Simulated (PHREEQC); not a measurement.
Make-up at 25 °C: 0.0031 mol LiOH, 0.00074 mol H3BO3 and 0.0092 mol K2CO3 per kg of water. Closed to the air; pH follows from the charge balance.

Equilibrium calculation in PHREEQC: ion-association model, phreeqc.dat.

```json
[
 {"quantity": "pH", "before": "11.38", "after": "10.47"},
 {"quantity": "ionic strength (mol/kgw)", "before": "0.0302", "after": "0.0287"},
 {"quantity": "H3BO3 (mol/kgw)", "before": "4.53e-6", "after": "1.87e-5"}
]
```

### Question
Name the change that produced these shifts.
A) H3BO3 from 0.00074 to 0.0037 mol/kgw
B) K2CO3 left out
C) temperature from 25 to 65 °C

### Answer
C, temperature from 25 to 65 °C

No solid was allowed to form. At this temperature some constants are extrapolated from 25 °C, and those without enthalpy data are left unchanged.
